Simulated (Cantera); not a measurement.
A closed system holds: 1 mol borazine, 2.5 mol O2, 0.68 mol H2, 0.01 mol N2, held at 0.220 bar.

Equilibrium computed with Cantera from the NASA thermochemical tables; the gas is ideal and each condensed phase is pure. Candidate condensed phases: B, BN, B2O3, B3O3H3, H2O; 39 gas species. The feed counts by its element totals alone. Gases not in the tables: H3BO3. Equilibrium is a limit: real reactors are often held back by kinetics, nucleation or transport.

x: gas mole fraction; n: condensed amount in mol.

| T (°C) | x H2 | x N2 | x HBO2 | x B2O3 | x H2O | x HBO | x H | x BO | n B2O3(l) |
|---|---|---|---|---|---|---|---|---|---|
| 1152 | 0.610 | 0.290 | 0.00777 | 1.95e-5 | 0.0920 | 1.72e-5 | 1.14e-5 | 9.38e-9 | 1.48 |
| 1302 | 0.604 | 0.287 | 0.0277 | 0.000423 | 0.0811 | 0.000175 | 6.88e-5 | 4.68e-7 | 1.42 |
| 1452 | 0.586 | 0.279 | (withheld) | (withheld) | (withheld) | (withheld) | (withheld) | (withheld) | (withheld) |
| 1602 | 0.538 | 0.260 | 0.121 | 0.0423 | 0.0295 | 0.00773 | 0.00102 | 0.000242 | 0.875 |
| 1752 | 0.446 | 0.225 | 0.146 | 0.135 | 0.0171 | 0.0230 | 0.00274 | 0.00200 | 0 |
| 1902 | 0.435 | 0.224 | 0.145 | 0.129 | (withheld) | (withheld) | (withheld) | (withheld) | 0 |
| 2052 | 0.419 | 0.222 | 0.144 | 0.122 | 0.0277 | 0.0319 | 0.0152 | 0.0127 | 0 |

Q: Fill in the missing entries.

A: 
- 1452, x HBO2: 0.0694
- 1452, x B2O3: 0.00523
- 1452, x H2O: 0.0583
- 1452, x HBO: 0.00128
- 1452, x H: 0.000303
- 1452, x BO: 1.29e-5
- 1452, n B2O3(l): 1.28
- 1902, x H2O: 0.0220
- 1902, x HBO: 0.0279
- 1902, x H: 0.00686
- 1902, x BO: 0.00547
